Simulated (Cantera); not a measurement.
A closed system holds: 1 mol Ta2O5, 0.64 mol CO, equilibrated at 2200 K and 0.000420 bar.

These are equilibrium values from Cantera (NASA tables, ideal gas, pure condensed phases), not measurements of a reactor. Candidate condensed phases: C, Ta, TaC, Ta2O5; 15 gas species. Rates play no part.

Base state: CO 0.977, TaO2 0.0146, CO2 0.00743, O 0.000295, TaO 0.000278 (mole fractions); condensed: Ta2O5(l).

### Question
What changes in the equilibrium state with this change: temperature from 2200 K to 1550 K?

### Answer
```tsv
species	before	after
CO	0.977	1.000
CO2	0.00743	0.000224
TaO2	0.0146	4.31e-8
O	0.000295	<1e-9
TaO	0.000278	2.01e-9
Ta2O5(l), mol	0.995	0
Ta2O5(s), mol	0	1.000
```
